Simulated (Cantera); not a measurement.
# Thermodynamics of nitride etching, feed Si₃N₄ + F₂ + N₂

Charge: 1 mol Si₃N₄, 6.3 mol F₂, 0.63 mol N₂, held at 0.230 bar.

Method: chemical equilibrium by Gibbs-energy minimisation in Cantera with the NASA 1993 tables (ideal gas, pure condensed phases). Candidate condensed phases: Si, Si₃N₄; 16 gas species. Equilibrium is a limit: real reactors are often held back by kinetics, nucleation or transport.

```json
[
 {"T (K)": "773", "x SiF₄": "0.515", "x N₂": "0.442", "x F": "0.00166", "x F₂": "0.0215", "x NF₃": "0.0195", "x SiF₃": "<1e-12", "x NF₂": "8.32e-8", "x NF": "<1e-12"},
 {"T (K)": "873", "x SiF₄": "0.506", "x N₂": "0.441", "x F": "0.00957", "x F₂": "0.0389", "x NF₃": "0.00461", "x SiF₃": "<1e-12", "x NF₂": "2.77e-7", "x NF": "<1e-12"},
 {"T (K)": "973", "x SiF₄": "0.499", "x N₂": "0.437", "x F": "0.0289", "x F₂": "0.0345", "x NF₃": "0.000612", "x SiF₃": "<1e-12", "x NF₂": "3.98e-7", "x NF": "<1e-12"},
 {"T (K)": "1073", "x SiF₄": "0.491", "x N₂": "0.431", "x F": "0.0574", "x F₂": "0.0204", "x NF₃": "6.24e-5", "x SiF₃": "<1e-12", "x NF₂": "3.48e-7", "x NF": "2.97e-12"},
 {"T (K)": "1173", "x SiF₄": "0.486", "x N₂": "0.426", "x F": "0.0806", "x F₂": "0.00827", "x NF₃": "4.72e-6", "x SiF₃": "<1e-12", "x NF₂": "1.96e-7", "x NF": "1.76e-11"},
 {"T (K)": "1273", "x SiF₄": "0.483", "x N₂": "0.423", "x F": "0.0910", "x F₂": "0.00277", "x NF₃": "3.28e-7", "x SiF₃": "<1e-12", "x NF₂": "8.68e-8", "x NF": "6.70e-11"},
 {"T (K)": "1373", "x SiF₄": "0.482", "x N₂": "0.423", "x F": "0.0945", "x F₂": "0.000952", "x NF₃": "2.76e-8", "x SiF₃": "<1e-12", "x NF₂": "3.79e-8", "x NF": "1.96e-10"},
 {"T (K)": "1473", "x SiF₄": "0.482", "x N₂": "0.422", "x F": "0.0956", "x F₂": "0.000362", "x NF₃": "3.07e-9", "x SiF₃": "1.40e-12", "x NF₂": "1.78e-8", "x NF": "4.87e-10"},
 {"T (K)": "1573", "x SiF₄": "0.482", "x N₂": "0.422", "x F": "0.0960", "x F₂": "0.000153", "x NF₃": "4.43e-10", "x SiF₃": "3.29e-11", "x NF₂": "9.04e-9", "x NF": "1.07e-9"},
 {"T (K)": "1673", "x SiF₄": "0.482", "x N₂": "0.422", "x F": "0.0962", "x F₂": "7.15e-5", "x NF₃": "8.02e-11", "x SiF₃": "5.30e-10", "x NF₂": "4.96e-9", "x NF": "2.13e-9"},
 {"T (K)": "1773", "x SiF₄": "0.482", "x N₂": "0.422", "x F": "0.0962", "x F₂": "3.62e-5", "x NF₃": "1.76e-11", "x SiF₃": "6.24e-9", "x NF₂": "2.91e-9", "x NF": "3.92e-9"},
 {"T (K)": "1873", "x SiF₄": "0.482", "x N₂": "0.422", "x F": "0.0963", "x F₂": "1.97e-5", "x NF₃": "4.55e-12", "x SiF₃": "5.64e-8", "x NF₂": "1.80e-9", "x NF": "6.76e-9"},
 {"T (K)": "1973", "x SiF₄": "0.482", "x N₂": "0.422", "x F": "0.0963", "x F₂": "1.14e-5", "x NF₃": "1.35e-12", "x SiF₃": "4.08e-7", "x NF₂": "1.17e-9", "x NF": "1.10e-8"},
 {"T (K)": "2073", "x SiF₄": "0.482", "x N₂": "0.422", "x F": "0.0963", "x F₂": "6.95e-6", "x NF₃": "<1e-12", "x SiF₃": "2.43e-6", "x NF₂": "7.92e-10", "x NF": "1.71e-8"}
]
```
x: gas mole fraction; nothing condenses.

From 773 K to 2073 K nothing is condensed. The main Si-bearing gas is SiF₄ throughout.
